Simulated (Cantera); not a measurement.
A closed system holds: 1 mol Fe2O3, 0.25 mol SO3, 0.55 mol O2, 0.31 mol H2S, held at 750 °C and 1000 Pa.

These are equilibrium values from Cantera (NASA tables, ideal gas, pure condensed phases), not measurements of a reactor. Candidate condensed phases: Fe, FeO, Fe(OH)2, Fe(OH)3, FeS, FeSO4, FeS2, Fe2O3, Fe2(SO4)3, Fe3O4, H2O, H2SO4, S; 22 gas species. Kinetics and transport are ignored.

Task: What is the equilibrium state?

Result: 
| Quantity | Result |
|---|---|
| x(SO2) | 0.497 |
| x(H2O) | 0.291 |
| x(O2) | 0.183 |
| x(SO3) | 0.0294 |
| n(Fe2O3(s)) | 1.00 mol |
| gas amount | 1.064 mol |
| log10 activity of Fe(OH)2(s) (absent) | -10.45 |
| log10 activity of Fe(α) (absent) | -12.14 |
| log10 activity of Fe(OH)3(s) (absent) | -12.25 |
